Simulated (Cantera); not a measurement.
Adiabatic ignition

An adiabatic, constant-pressure homogeneous reactor starts with CO : H2 : O2 : N2 = 1 : 0.051 : 1.14 : 4.3 (molar parts), at 1100 K and 1800 Torr.

Computed with Cantera and GRI-Mech 3.0 (53 species, 325 reactions). The hydrogen kinetics of GRI-Mech 3.0 are dated; newer H2 mechanisms differ, most at raised pressure.

| t (s) | T (K) | x CO | x H2 | x O2 | x NO | x N2O | x NO2 | x H2O2 |
|---|---|---|---|---|---|---|---|---|
| 2.00e-6 | 1100 | 0.154 | 0.00786 | 0.176 | <1e-12 | <1e-12 | <1e-12 | <1e-12 |
| 7.35e-6 | 1100 | 0.154 | 0.00786 | 0.176 | <1e-12 | <1e-12 | <1e-12 | <1e-12 |
| 2.70e-5 | 1100 | 0.154 | 0.00786 | 0.176 | <1e-12 | <1e-12 | <1e-12 | 9.94e-12 |
| 9.93e-5 | 1100 | 0.154 | 0.00786 | 0.176 | <1e-12 | 1.47e-11 | <1e-12 | 3.41e-9 |
| 0.000365 | 1557 | 0.0959 | 0.000225 | 0.140 | 2.58e-6 | 1.23e-6 | 9.56e-9 | 4.33e-7 |
| 0.00134 | 2275 | 0.00773 | 6.24e-5 | 0.105 | 0.000334 | 1.32e-6 | 5.60e-7 | 2.13e-8 |
| 0.00493 | 2308 | 0.00404 | 3.42e-5 | 0.103 | 0.000972 | 8.21e-7 | 1.17e-6 | 1.74e-8 |
| 0.0181 | 2304 | 0.00396 | 3.36e-5 | 0.102 | 0.00286 | 8.14e-7 | 3.43e-6 | 1.72e-8 |
| 0.0666 | 2296 | 0.00380 | 3.25e-5 | 0.100 | 0.00714 | 8.15e-7 | 8.56e-6 | 1.68e-8 |
| 0.245 | 2291 | 0.00371 | 3.18e-5 | 0.0988 | 0.00998 | 8.25e-7 | 1.20e-5 | 1.65e-8 |
| 0.900 | 2291 | 0.00370 | 3.18e-5 | 0.0987 | 0.0101 | 8.25e-7 | 1.21e-5 | 1.64e-8 |
x: mole fraction; the columns are a selection and need not sum to one.

```yaml
time_of_steepest_temperature_rise: 0.384 ms
temperature at 0.900 s: 2291 K
equilibrium_temperature: 2291 K
x(CO) at 0.900 s: 0.00370 (gas-phase equilibrium 0.00370)
x(H2) at 0.900 s: 3.18e-5 (gas-phase equilibrium 3.18e-5)
x(O2) at 0.900 s: 0.0987 (gas-phase equilibrium 0.0987)
```
